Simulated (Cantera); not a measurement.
A Cantera script and its output.

```python
import numpy as np
import cantera as ct

gas = ct.Solution("gri30.yaml")
gas.TPX = 650, 220000, {'CH4': 1, 'H2': 0.29, 'O2': 1.53, 'N2': 5.76}
flame = ct.FreeFlame(gas, width=0.023)
flame.set_refine_criteria(ratio=3, slope=0.08, curve=0.16)
flame.transport_model = "unity-Lewis-number"
flame.solve(loglevel=0, auto=True)
z, T = flame.grid, flame.T
thick = (T[-1] - T[0]) / np.gradient(T, z).max()
show = ['CH4', 'H2', 'O2', 'O', 'H2O', 'CH2CO']
print(f"laminar burning velocity  {flame.velocity[0] * 100:.3f} cm/s")
print(f"burnt temperature         {T[-1]:.1f} K")
print(f"thermal thickness         {thick * 1e3:.4f} mm")
print(f"grid points               {len(z)}")
z0 = z[flame.heat_release_rate.argmax()]
print(f"{'z/mm':>9s}{'T/K':>9s}{'u/(m/s)':>9s}" + "".join(f"{s:>11s}" for s in show))
rows = []
for k in (-3, -2, -1.5, -1, -0.5, -0.25, 0, 0.25, 0.5, 1, 2, 4, 8):
    zz = z0 + k * thick
    rows.append([k * thick, np.interp(zz, z, T), np.interp(zz, z, flame.velocity),
                 *(np.interp(zz, z, flame.X[gas.species_index(s)]) for s in show)])
    print(f"{rows[-1][0] * 1e3:9.3f}{rows[-1][1]:9.1f}{rows[-1][2]:9.3f}" + "".join(f"{x:11.3e}" for x in rows[-1][3:]))
```

It prints:

```
laminar burning velocity  56.356 cm/s
burnt temperature         2249.6 K
thermal thickness         0.2933 mm
grid points               133
     z/mm      T/K  u/(m/s)        CH4         H2         O2          O        H2O      CH2CO
   -0.880    651.1    0.565  1.165e-01  3.382e-02  1.782e-01  2.136e-13  1.294e-04  2.576e-07
   -0.587    660.4    0.573  1.158e-01  3.398e-02  1.772e-01  9.152e-12  1.199e-03  2.386e-06
   -0.440    690.5    0.599  1.134e-01  3.452e-02  1.741e-01  2.080e-10  4.692e-03  9.338e-06
   -0.293    830.5    0.724  1.024e-01  3.709e-02  1.591e-01  2.316e-08  2.129e-02  4.249e-05
   -0.147   1293.7    1.147  6.384e-02  4.630e-02  1.065e-01  3.765e-06  7.949e-02  1.623e-04
   -0.073   1674.8    1.509  3.128e-02  5.451e-02  6.107e-02  4.294e-05  1.290e-01  2.392e-04
    0.000   2015.1    1.844  6.230e-03  6.026e-02  1.999e-02  1.899e-04  1.710e-01  1.198e-04
    0.073   2153.0    1.980  5.669e-04  6.061e-02  4.083e-03  2.577e-04  1.839e-01  1.810e-05
    0.147   2186.8    2.011  5.994e-05  6.144e-02  9.473e-04  2.324e-04  1.850e-01  3.127e-06
    0.293   2207.3    2.028  2.532e-06  6.289e-02  2.229e-04  1.496e-04  1.850e-01  2.295e-07
    0.587   2224.6    2.041  7.898e-08  6.353e-02  9.513e-05  7.297e-05  1.859e-01  6.703e-09
    1.173   2238.2    2.051  2.045e-09  6.377e-02  3.854e-05  2.991e-05  1.870e-01  1.052e-10
    2.346   2246.0    2.057  5.945e-11  6.390e-02  1.681e-05  1.330e-05  1.876e-01  1.619e-12
```

Detailed kinetics in Cantera: GRI-Mech 3.0 (53 species, 325 reactions). Unity Lewis numbers drop preferential diffusion, which matters most where H2 and H carry the flame. Burning velocities carry a grid error of a few per cent, more on coarse grids.
